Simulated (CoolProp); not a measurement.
R1123 at several states: density (kg/m³) from the reference equation and from simpler models built on Tc = 331.7 K, pc = 4.549 MPa, ω = 0.243; each cubic takes its own stable root.

Model: reference Helmholtz-energy equation of state, Akasaka 2020, in CoolProp.

| T (K) | p (MPa) | phase | reference | van der Waals | Redlich-Kwong | Peng-Robinson |
|---|---|---|---|---|---|---|
| 412 | 12.1 | supercritical | (withheld) | 486.8 | 478.4 | (withheld) |
| 304.1 | 8.42 | liquid | 1038 | 686.1 | 899.3 | 1037 |
| 366.4 | 0.084 | gas | 2.272 | 2.271 | 2.272 | 2.273 |
| 325.3 | 0.0276 | gas | 0.8389 | 0.8386 | 0.8389 | 0.8391 |
| 210.9 | 0.034 | gas | 1.610 | 1.601 | 1.605 | 1.607 |
| 344 | 1.5 | gas | 48.28 | 47.65 | (withheld) | (withheld) |

Question: Complete the blanks.

Answer: 
- 412, reference: 470.4
- 412, Peng-Robinson: 452.4
- 344, Redlich-Kwong: 48.23
- 344, Peng-Robinson: 48.76
